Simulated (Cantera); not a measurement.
An adiabatic, constant-volume homogeneous reactor starts with CH4 : CO : O2 : N2 = 1 : 0.082 : 5.83 : 23.9 (molar parts), at 1173 K and 10.0 bar. Integrator tolerance rtol = 1e-08.

Model: GRI-Mech 3.0 (53 species, 325 reactions), integrated in Cantera.

Task: What does this change do: pressure from 10.0 bar to 1.01 bar?

Result: 
| quantity | before | after |
|---|---|---|
| time of steepest temperature rise | 4.88 ms | 41.1 ms |
| temperature at 5.00 s | 2079 K | 2072 K |
| equilibrium temperature | 2079 K | 2072 K |
| x(CH4) at 5.00 s | <1e-12 (gas-phase equilibrium <1e-12) | <1e-12 (gas-phase equilibrium <1e-12) |
| x(CO) at 5.00 s | 6.04e-5 (gas-phase equilibrium 6.04e-5) | 0.000180 (gas-phase equilibrium 0.000180) |
| x(O2) at 5.00 s | 0.119 (gas-phase equilibrium 0.119) | 0.119 (gas-phase equilibrium 0.119) |
| x(C2H6) at 5.00 s | <1e-12 (gas-phase equilibrium <1e-12) | <1e-12 (gas-phase equilibrium <1e-12) |
| x(CO2) at 5.00 s | 0.0351 (gas-phase equilibrium 0.0351) | 0.0350 (gas-phase equilibrium 0.0350) |
